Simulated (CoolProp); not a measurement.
n-decane along the isotherm 620 K: Z from the reference equation and from simpler models built on Tc = 617.7 K, pc = 2.101 MPa, ω = 0.488; each cubic takes its own stable root.

The numbers come from the reference Helmholtz-energy equation of state, Lemmon 2006 in CoolProp. It is a short technical equation, of lower accuracy than the large ones.

```
p (MPa)          phase  reference  Redlich-Kwong  Soave-Redlich-Kwong
-------  -------------  ---------  -------------  -------------------
1.62               gas     0.6387         0.6648               0.6668
3.23     supercritical     0.2296         0.2951               0.2967
4.85     supercritical     0.3152         0.3887               0.3899
6.47     supercritical     0.4008         0.4828                    …
8.08     supercritical     0.4843         0.5739               0.5749
9.7      supercritical     0.5666              …               0.6643
11.3     supercritical     0.6466         0.7497               0.7506
12.9     supercritical     0.7253         0.8344               0.8354
14.5     supercritical          …         0.9178                    …
16.2     supercritical     0.8842          1.005                1.006
17.8     supercritical     0.9599          1.086                    …
19.4     supercritical      1.035          1.166                1.167
21       supercritical      1.109              …                1.246
```

Some entries are withheld; supply them.


- 6.47, Soave-Redlich-Kwong: 0.4838
- 9.7, Redlich-Kwong: 0.6633
- 14.5, reference: 0.8029
- 14.5, Soave-Redlich-Kwong: 0.9187
- 17.8, Soave-Redlich-Kwong: 1.087
- 21, Redlich-Kwong: 1.245
